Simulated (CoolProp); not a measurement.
m-xylene at 298.15 K and 3.92 MPa flows at 2.3 m/s in a round tube of 4.6 mm bore and 45 µm roughness, fully developed (64/Re and Nu = 3.66 if laminar; Colebrook and Gnielinski if turbulent). Each further row changes one setting.

Computed with CoolProp (reference Helmholtz-energy equation of state, Zhou 2012).

```json
[
 {"case": "as stated", "Reynolds number": "15200", "Darcy friction factor": "0.0413", "pressure drop (Pa/m)": "20500", "heat-transfer coefficient (W/(m² K))": "4440", "mass flow (kg/h)": "119"},
 {"case": "velocity 4.6 m/s", "Reynolds number": "30400", "Darcy friction factor": "0.0395", "pressure drop (Pa/m)": "78500", "heat-transfer coefficient (W/(m² K))": "8940", "mass flow (kg/h)": "237"},
 {"case": "diameter 9.2 mm", "Reynolds number": "30400", "Darcy friction factor": "0.0330", "pressure drop (Pa/m)": "8200", "heat-transfer coefficient (W/(m² K))": "3980", "mass flow (kg/h)": "475"}
]
```

Viscosity comes from a separate model (Cao 2016). Thermal conductivity comes from a separate model (Mylona 2014).
